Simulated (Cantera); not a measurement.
Input (Python, Cantera) and output of one run.

```python
import numpy as np
import cantera as ct

gas_names = """
    B BH BH2 BH3 BN B2 H H2 N NH NH2 NH3 N2 N2H2 N2H4
""".split()
cond_names = """
    B(b) B(L) BN(s)
""".split()


# ... load() reads the species with a 1 bar reference pressure and builds the phases ...
atoms = {
    'B': {'B': 1},
    'H2': {'H': 2},
    'N2': {'N': 2},
}
top_T = {'BN(s)': 3200}  # K; cautious upper limits of use, not melting points


# ... equilibrate(T, P, feed) seeds the gas with the atoms and calls Mixture.equilibrate('TP', solver="vcs", rtol=1e-11, max_steps=5000) ...
results = []
feed = {'B': 1, 'H2': 28, 'N2': 7.2}  # mol
P = 1000  # Pa
for T in [750, 950, 1150, 1350, 1550, 1750, 1950, 2150, 2350]:
    mix = equilibrate(T, P, feed)
    results.append((T, P, feed, dict(zip(mix.species_names, mix.species_moles))))

top = {s: max(r[3][s] / sum(r[3][g] for g in gas_names) for r in results) for s in gas_names}
cols = sorted((s for s in top if top[s] > 0.0001), key=lambda s: -top[s])[:9]
seen = [c for c in cond_names if any(r[3].get(c, 0) > 1e-12 for r in results)]
print("log10 of partial pressures in bar; condensed amounts in mol")
print(f"{'T/K':>10s}" + "".join(f"{s[:9]:>10s}" for s in cols + seen))
for T, P, feed, n in results:
    ng = sum(n[g] for g in gas_names)
    print(f"{T:10.4g}" + "".join(f"{np.log10(max(n[s] / ng * P / 1e5, 1e-99)):10.3f}" for s in cols)
          + "".join(f"{n.get(c, 0):10.4g}" for c in seen))
```

It prints:

```
log10 of partial pressures in bar; condensed amounts in mol
       T/K        H2        N2         H         B       BH2        BH      B(L)     BN(s)
       750    -2.093    -2.714   -13.546   -42.730   -25.439   -38.154         0         1
       950    -2.093    -2.714   -10.301   -30.818   -18.861   -28.003         0         1
      1150    -2.093    -2.714    -8.174   -23.061   -14.587   -21.400         0         1
      1350    -2.093    -2.714    -6.669   -17.614   -11.590   -16.769         0         1
      1550    -2.093    -2.714    -5.548   -13.582    -9.375   -13.344         0         1
      1750    -2.094    -2.715    -4.681   -10.479    -7.674   -10.711         0    0.9999
      1950    -2.098    -2.716    -3.990    -8.019    -6.329    -8.626         0    0.9983
      2150    -2.112    -2.722    -3.431    -6.020    -5.246    -6.938         0     0.976
      2350    -2.156    -2.713    -2.982    -4.728    -4.747    -5.922    0.8575         0
```

Cantera equilibrium calculation (NASA polynomials, part measured and part estimated; ideal gas, pure solids and liquids). N2 is the only nitrogen source here; it is nearly inert below about 1500 K, so the nitride shown seldom forms there in practice. The tables' values for BH2 are old estimates; treat these amounts as uncertain.
